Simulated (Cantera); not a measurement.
A closed system holds: 1 mol Si2Cl6, 70 mol N2, 1.3 mol NH3, held at 1330 Pa.

Equilibrium computed with Cantera from the NASA thermochemical tables; the gas is ideal and each condensed phase is pure. Candidate condensed phases: NH4Cl, Si, Si3N4; 28 gas species. The feed counts by its element totals alone. The numbers say what is thermodynamically allowed, not how fast it happens.

Which condensed phases are stable at each of these points (T (°C)): 525, 625, 725, 825, 925, 1025, 1125, 1225, 1325, 1425?


```tsv
T (°C)	condensed phases	Si condensed (%)
525	Si3N4(s)	61.1
625	Si3N4(s)	63.0
725	Si3N4(s)	64.4
825	Si3N4(s)	65.2
925	Si3N4(s)	65.3
1025	Si3N4(s)	62.3
1125	Si3N4(s)	50.0
1225	Si3N4(s)	28.9
1325	Si3N4(s)	9.0
1425	gas only	0.0
```

From 525 °C to 1325 °C the condensed part is Si3N4(s). At 1425 °C nothing is condensed.
